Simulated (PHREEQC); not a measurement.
A column of 0.2 m (30 cells, dispersivity 0.016 m, 300 s a shift, diffusion coefficient 3e-10 m²/s) holds 0.0041 eq of the database's cation exchanger X per kg of pore water, first in equilibrium with 0.36 mmol/kgw KCl, 6.8 mmol/kgw NaCl and 0.01 mmol/kgw HCl. It is flushed with 1.6 mmol/kgw KBr and 0.01 mmol/kgw HCl, at 25 °C. Values are for the last cell. No CO2 enters from the air. No solid was allowed to form.

Base run: PHREEQC, ion-association model, phreeqc.dat. Each further column changes one thing. The table gives Na in solution (mol/kgw).

```tsv
pore volumes	base	exchange capacity from 0.0041 to 0.0021 eq/kgw	dispersivity from 0.016 to 0.032 m
0	0.00680	0.00680	0.00680
0.8167	0.00485	0.00484	0.00446
1.35	0.00240	0.00233	0.00257
2.15	0.00158	___	0.00161
2.95	0.000934	8.40e-5	0.000854
3.75	0.000149	1.01e-5	___
4.283	4.30e-5	2.49e-6	0.000136
5.083	7.16e-6	___	4.41e-5
5.883	1.24e-6	3.74e-8	1.45e-5
6.683	2.20e-7	___	___
7.217	6.95e-8	1.14e-9	___
8.017	1.24e-8	1.40e-10	7.61e-7
```

Q: Complete the blanks.

A: 
- 2.15, exchange capacity from 0.0041 to 0.0021 eq/kgw: 0.000663
- 3.75, dispersivity from 0.016 to 0.032 m: 0.000289
- 5.083, exchange capacity from 0.0041 to 0.0021 eq/kgw: 3.05e-7
- 6.683, exchange capacity from 0.0041 to 0.0021 eq/kgw: 4.60e-9
- 6.683, dispersivity from 0.016 to 0.032 m: 4.79e-6
- 7.217, dispersivity from 0.016 to 0.032 m: 2.29e-6
